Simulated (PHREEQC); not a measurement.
Dissolve 5.9 mol KOH, 0.16 mol CaCl2 and 0.055 mol KBr per kg of water at 28 °C. Closed to the air; pH follows from the charge balance.

The numbers come from PHREEQC with the Pitzer model, pitzer.dat.

No solid was allowed to form.

Question: Predict the pH.

Answer: pH 15.41.

Examples of supersaturated solids here: Portlandite. Others may be too. In brines, pH and single-ion activities rest on the MacInnes convention.
